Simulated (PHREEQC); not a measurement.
Make-up at 90 °C: 0.27 mol/kgw Na2S, 0.00093 mol/kgw NaOH and 0.00011 mol/kgw ZnCl2. Closed to the air; pH follows from the charge balance.

The numbers come from PHREEQC with the ion-association model, wateq4f.dat.

### Question
The ionic strength comes out as 0.728 mol/kgw. What activity coefficients do Zn(HS)3-, HS-, Na+, Cl-, OH- get?

### Answer
Zn(HS)3- 0.72, HS- 0.56, Na+ 0.67, Cl- 0.58, OH- 0.56.

This is a speciation only: nothing precipitates in the calculation. The solution is supersaturated, for example in ZnS(a), Sphalerite (slow to form), so a real one may precipitate; this is no full list. Ionic strength above about 0.7 mol/kgw puts this run outside the model's range. With this much S-2 the pH rests on the database's HS-/S-2 constant; if that pK is higher, the solution is more alkaline. Constants without temperature data keep their 25 °C values here. The database's pK near 12.9 for HS-/S-2 is now thought far too low, so its S-2 is overstated. The polysulfide entries of wateq4f.dat were taken out for this run.
